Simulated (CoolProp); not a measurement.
A simple Rankine cycle with R245fa: condensing at 309.15 K, boiler at 1.4 MPa, turbine inlet 417.8 K, turbine efficiency 0.75, pump efficiency 0.6, no recuperator. Each further row changes one setting.

Values from CoolProp's reference Helmholtz-energy equation of state, Akasaka 2015.

```tsv
case	thermal efficiency (%)	net work (kJ/kg)	heat in (kJ/kg)	turbine exit temperature (K)	volume ratio over the turbine
as stated	10.5	…	279	375.6	…
turbine inlet 437.8 K	10.4	…	303	396.6	6.45
condensing temperature 301.15 K	11.7	33.8	290	370.4	…
boiler pressure 0.98 MPa	8.8	24.9	285	385.5	…
turbine efficiency 0.65	…	25.2	279	379.6	6.67
```

Question: Complete the blanks.

Answer: 
- as stated, net work (kJ/kg): 29.3
- as stated, volume ratio over the turbine: 6.59
- turbine inlet 437.8 K, net work (kJ/kg): 31.5
- condensing temperature 301.15 K, volume ratio over the turbine: 8.66
- boiler pressure 0.98 MPa, volume ratio over the turbine: 4.47
- turbine efficiency 0.65, thermal efficiency (%): 9.0
